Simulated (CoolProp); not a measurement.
Vapour-liquid equilibrium of hydrogen chloride (1) + propane (2) at -71.55 °C; x and y are mole fractions of (1).

Model: multi-fluid Helmholtz-energy mixture model, Thol 2018 and Lemmon 2009; pair parameters Bell 2016, in CoolProp.

Problem. Give the bubble pressure and the first vapour's composition at x = 0.2, 0.5, 0.8. Is there an azeotrope?

Solution. x = 0.2: 121.6 kPa, y = 0.841; x = 0.5: 172.3 kPa, y = 0.905; x = 0.8: 189.4 kPa, y = 0.932. No azeotrope shows between x = 0.05 and 0.95.

The pair parameters rest on a limited set of measurements; away from them the model extrapolates. With so large a gap from Raoult's law the liquid may split in two, which this calculation doesn't test in full.
